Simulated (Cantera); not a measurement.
Cantera run, input and output.

```python
import numpy as np
import cantera as ct

gas = ct.Solution("h2o2.yaml")
gas.TPX = 925, 210, {'H2': 0.026, 'O2': 1}
reactor = ct.IdealGasConstPressureReactor(gas, energy="off", clone=False)
net = ct.ReactorNet([reactor])
net.rtol, net.atol = 1e-08, 1e-18
show = ['H2', 'O2', 'H2O2', 'H', 'HO2', 'H2O']
times = np.geomspace(0.0002, 60, 11)

steps = ct.SolutionArray(gas, extra=["t"])
rows = []
print(f"{'t/s':>10s}{'T/K':>9s}{'P/Pa':>11s}" + "".join(f"{s:>11s}" for s in show))
for t in times:
    while net.time < t:
        t_next = net.step()
        steps.append(gas.state, t=t_next)
    rows.append([np.interp(t, steps.t, y) for y in (steps.T, steps.P, *steps(*show).X.T)])
    print(f"{t:10.3e}{rows[-1][0]:9.1f}{rows[-1][1]:11.4g}" + "".join(f"{x:11.3e}" for x in rows[-1][2:]))
rate = np.gradient(steps.T, steps.t)
print("integrator steps:", len(steps.t))
if steps.T.max() > steps.T[0] + 200:
    print(f"time of steepest temperature rise: {steps.t[rate.argmax()]:.4e} s")
gas.TPX = 925, 210, {'H2': 0.026, 'O2': 1}
gas.equilibrate("TP")
print(f"equilibrium (TP): T = {gas.T:.1f} K  " + "  ".join(f"{s} {gas[s].X[0]:.3e}" for s in show))
```

It prints:

```
       t/s      T/K       P/Pa         H2         O2       H2O2          H        HO2        H2O
 2.000e-04    925.0        210  2.534e-02  9.747e-01  1.254e-18  7.688e-13  8.202e-13  2.476e-15
 7.059e-04    925.0        210  2.534e-02  9.747e-01  1.559e-17  2.389e-12  2.897e-12  9.297e-14
 2.491e-03    925.0        210  2.534e-02  9.747e-01  1.941e-16  7.047e-12  1.024e-11  2.759e-12
 8.794e-03    925.0        210  2.534e-02  9.747e-01  2.430e-15  3.783e-11  3.647e-11  7.363e-11
 3.104e-02    925.0        210  2.534e-02  9.747e-01  3.462e-14  4.119e-09  1.911e-10  1.345e-08
 1.095e-01    925.0        210  1.030e-02  9.651e-01  3.563e-08  5.110e-03  1.155e-06  1.177e-02
 3.866e-01    925.0        210  2.152e-04  9.624e-01  5.717e-09  2.802e-03  9.198e-07  2.359e-02
 1.365e+00    925.0        210  7.039e-05  9.704e-01  6.032e-09  5.280e-04  6.663e-07  2.513e-02
 4.816e+00    925.0        210  9.239e-06  9.738e-01  5.572e-09  2.580e-05  2.877e-07  2.558e-02
 1.700e+01    925.0        210  7.960e-07  9.743e-01  3.489e-09  7.120e-07  7.112e-08  2.565e-02
 6.000e+01    925.0        210  7.798e-08  9.743e-01  1.496e-09  2.373e-08  1.274e-08  2.566e-02
integrator steps: 1693
equilibrium (TP): T = 925.0 K  H2 4.462e-12  O2 9.743e-01  H2O2 1.159e-12  H 1.208e-14  HO2 8.730e-11  H2O 2.567e-02
```

Computed with Cantera and the H2/O2 subset of GRI-Mech 3.0, which has no nitrogen chemistry. Radical loss at walls, strong at low pressure, is not modelled. Below about 950 K walls govern HO2 and H2O2 in real vessels.
